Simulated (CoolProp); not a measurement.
Vapour-liquid equilibrium of acetone (1) + water (2) at 0.31 MPa; x and y are mole fractions of (1).

Values from CoolProp's multi-fluid Helmholtz-energy mixture model, Lemmon 2006 and Wagner 2002; pair parameters Bell 2016.

Give the bubble temperature and the first vapour's composition at x = 0.2, 0.425, 0.65. Is there an azeotrope?

x = 0.2: 377.6 K, y = 0.661; x = 0.425: 372.4 K, y = 0.740; x = 0.65: 369.8 K, y = 0.797. No azeotrope shows between x = 0.05 and 0.95.

Pair parameters are fitted to limited data, so mixtures are less certain than the pure fluids. With so large a gap from Raoult's law the liquid may split in two, which this calculation doesn't test in full.
